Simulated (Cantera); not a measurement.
A closed system holds: 1 mol Si2H6, 22 mol CO2, 0.81 mol H2, at 1848 K and 0.250 bar.

Method: chemical equilibrium by Gibbs-energy minimisation in Cantera with the NASA 1993 tables (ideal gas, pure condensed phases). Candidate condensed phases: C, C6H6, C7H8, C8H18, H2O, Si, SiC, SiO2; 123 gas species. The feed counts by its element totals alone. The tables hold silica as quartz up to 1696 K and as liquid above; real silica turns to tridymite and cristobalite and melts near 1996 K. Gases not in the tables: Si(OH)4. Equilibrium is a limit: real reactors are often held back by kinetics, nucleation or transport.

Base state: CO2 0.566, CO 0.286, H2O 0.131, H2 0.0165, H 0.000136, OH 7.95e-5 (mole fractions); condensed: SiO2(condensed).

What changes in the equilibrium state with this change: temperature from 1848 K to 823 K?


```tsv
species	before	after
CO2	0.566	0.636
CO	0.286	0.218
H2	0.0165	0.0804
H2O	0.131	0.0649
CH4	<1e-9	0.00134
H	0.000136	<1e-9
OH	7.95e-5	<1e-9
SiO2(condensed), mol	2.00	0
SiO2(α-quartz), mol	0	2.00
```
